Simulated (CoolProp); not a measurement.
Values from CoolProp's reference Helmholtz-energy equation of state, Fiedler 2023.

### Question
Give the vapour pressure (bar), liquid density (kg/m³), vapour density (kg/m³), enthalpy of vaporisation (kJ/kg) of saturated tetrahydrofuran at 445 K.

### Answer
| T (K) | p (bar) | liquid density (kg/m³) | vapour density (kg/m³) | enthalpy of vaporisation (kJ/kg) |
|---|---|---|---|---|
| 445 | 12.7 | 696 | 30.1 | 318 |
